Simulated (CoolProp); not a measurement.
Vapour-liquid equilibrium of n-octane (1) + ethylbenzene (2) at 0.00324 MPa; x and y are mole fractions of (1).

Computed with CoolProp (multi-fluid Helmholtz-energy mixture model, Beckmüller 2019 and Zhou 2012; pair parameters Bell 2016).

| x | bubble temperature, mixture model (°C) | bubble temperature, Raoult's law (°C) | y, mixture model | y, Raoult's law |
|---|---|---|---|---|
| 0.05 | 41.4 | 41.9 | 0.095 | 0.071 |
| 0.125 | 40.2 | 41.3 | 0.212 | 0.171 |
| 0.2 | 39.2 | 40.7 | 0.309 | 0.265 |
| 0.275 | 38.4 | 40.1 | 0.391 | 0.354 |
| 0.35 | 37.7 | 39.5 | 0.464 | 0.438 |
| 0.425 | 37.1 | 38.9 | 0.529 | 0.517 |
| 0.5 | 36.7 | 38.4 | 0.590 | 0.591 |
| 0.575 | 36.3 | 37.9 | 0.649 | 0.662 |
| 0.65 | 35.9 | 37.4 | 0.707 | 0.729 |
| 0.725 | 35.6 | 36.9 | 0.764 | 0.793 |
| 0.8 | 35.4 | 36.4 | 0.824 | 0.853 |
| 0.875 | 35.3 | 35.9 | 0.886 | 0.910 |
| 0.95 | 35.2 | 35.4 | 0.952 | 0.965 |

The largest gap from Raoult's law is -1.8 K in bubble temperature, at x = 0.425. No azeotrope shows between x = 0.05 and 0.95.

Pair parameters are fitted to limited data, so mixtures are less certain than the pure fluids.
